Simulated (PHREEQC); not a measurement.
Solution (90 °C): 2.6 mmol/kgw NH4HS and 0.61 mmol/kgw FeCl2. Closed to the air; pH follows from the charge balance.

The numbers come from PHREEQC with the ion-association model, phreeqc.dat.

| quantity | before | after |
|---|---|---|
| pH | 6.88 | 5.93 |
| ionic strength (mol/kgw) | 0.00222 | 0.0169 |
| NH4+ (mol/kgw) | 0.00222 | 0.00256 |
| HS- (mol/kgw) | 0.000940 | 2.63e-5 |
| H2S (mol/kgw) | 0.000386 | 8.87e-5 |

Name the change that produced these shifts.
(A) diluted 5-fold with water
(B) diluted 100-fold with water
(C) NH4HS from 0.0026 to 0.00052 mol/kgw
(D) FeCl2 from 0.00061 to 0.0061 mol/kgw
(E) 0.0002 mol/kgw NaOH added

D, FeCl2 from 0.00061 to 0.0061 mol/kgw

No solid was allowed to form. At this temperature some constants are extrapolated from 25 °C, and those without enthalpy data are left unchanged.
